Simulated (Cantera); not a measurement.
Charge: 1 mol SiH₄, a varied amount of HCl, 50 mol N₂, equilibrated at 1473 K and 10.0 Torr.

Method: chemical equilibrium by Gibbs-energy minimisation in Cantera with the NASA 1993 tables (ideal gas, pure condensed phases). Candidate condensed phases: NH₄Cl, Si, Si₃N₄; 28 gas species. N₂ is the only nitrogen source here; it is nearly inert below about 1500 K, so the nitride shown seldom forms there in practice. The tables' values for SiCl₃ are old estimates; treat these amounts as uncertain. Rates play no part.

log p: log10 of the partial pressure in bar; n: condensed amount in mol.

```json
[
 {"n(HCl) (mol)": "0.17", "log p N₂": "-1.89", "log p H₂": "-3.29", "log p HCl": "-4.36", "log p SiCl₂": "-6.71", "log p SiCl₃": "-8.96", "log p H": "-6.54", "n Si₃N₄(s)": "0.333"},
 {"n(HCl) (mol)": "0.43", "log p N₂": "-1.90", "log p H₂": "-3.29", "log p HCl": "(withheld)", "log p SiCl₂": "(withheld)", "log p SiCl₃": "-7.77", "log p H": "-6.54", "n Si₃N₄(s)": "0.332"},
 {"n(HCl) (mol)": "0.69", "log p N₂": "-1.90", "log p H₂": "-3.29", "log p HCl": "(withheld)", "log p SiCl₂": "(withheld)", "log p SiCl₃": "-7.18", "log p H": "-6.54", "n Si₃N₄(s)": "0.329"},
 {"n(HCl) (mol)": "0.95", "log p N₂": "-1.90", "log p H₂": "-3.29", "log p HCl": "-3.64", "log p SiCl₂": "-5.26", "log p SiCl₃": "-6.78", "log p H": "-6.54", "n Si₃N₄(s)": "0.326"},
 {"n(HCl) (mol)": "1.2", "log p N₂": "-1.90", "log p H₂": "-3.29", "log p HCl": "-3.54", "log p SiCl₂": "-5.07", "log p SiCl₃": "-6.50", "log p H": "-6.54", "n Si₃N₄(s)": "0.322"},
 {"n(HCl) (mol)": "1.5", "log p N₂": "-1.90", "log p H₂": "-3.29", "log p HCl": "-3.46", "log p SiCl₂": "-4.90", "log p SiCl₃": "-6.24", "log p H": "-6.54", "n Si₃N₄(s)": "0.316"},
 {"n(HCl) (mol)": "1.7", "log p N₂": "-1.91", "log p H₂": "-3.28", "log p HCl": "-3.41", "log p SiCl₂": "-4.80", "log p SiCl₃": "-6.09", "log p H": "-6.54", "n Si₃N₄(s)": "0.311"}
]
```

### Question
Complete the blanks.

### Answer

- 0.43, log p HCl: -3.97
- 0.43, log p SiCl₂: -5.92
- 0.69, log p HCl: -3.77
- 0.69, log p SiCl₂: -5.53
